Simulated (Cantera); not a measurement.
Input (Python, Cantera) and output of one run.

```python
import numpy as np
import cantera as ct

gas_names = [...]  # 62 gases of nasa_gas.yaml made of B, F, H, N, O
cond_names = """
    B(b) B(L) BN(s) B2O3(L) B3O3H3(cr) H2O(s) H2O(L)
""".split()


# ... load() reads the species with a 1 bar reference pressure and builds the phases ...
atoms = {
    'BF3': {'B': 1, 'F': 3},
    'NH3': {'N': 1, 'H': 3},
    'N2': {'N': 2},
    'O2': {'O': 2},
}
top_T = {'BN(s)': 3200}  # K; cautious upper limits of use, not melting points


# ... equilibrate(T, P, feed) seeds the gas with the atoms and calls Mixture.equilibrate('TP', solver="vcs", rtol=1e-11, max_steps=5000) ...
results = []
feed = {'BF3': 1, 'NH3': 0.15, 'N2': 0.42, 'O2': 0.62}  # mol
T = 1948  # K
P = 1000  # Pa
mix = equilibrate(T, P, feed)
results.append((T, P, feed, dict(zip(mix.species_names, mix.species_moles))))
x = sorted(zip(gas.X, gas.species_names), reverse=True)
print(f"T = {T:g} K  P = {P:g} Pa  gas = {mix.phase_moles(0):.4g} mol")
print("   x: " + "  ".join(f"{s} {v:.3e}" for v, s in x if v > 1e-06))
print("   condensed (mol): " + ("  ".join(f"{mix.phase(i).name} {mix.phase_moles(i):.4g}"
      for i in range(1, mix.n_phases) if mix.phase_moles(i) > 1e-12) or "none"))
```

Result:

```
T = 1948 K  P = 1000 Pa  gas = 2.46 mol
   x: BF3 3.134e-01  O2 2.028e-01  N2 1.996e-01  HF 1.828e-01  BOF 9.270e-02  NO 3.271e-03  F 2.988e-03  O 2.000e-03  BOF2 3.352e-04  OH 5.465e-05  BF2 2.828e-05  BO2 1.338e-05  H2O 1.223e-05  H 2.586e-06  HBO2 2.477e-06
   condensed (mol): none
```

These are equilibrium values from Cantera (NASA tables, ideal gas, pure condensed phases), not measurements of a reactor. The tables' values for BF2 are old estimates; treat these amounts as uncertain.
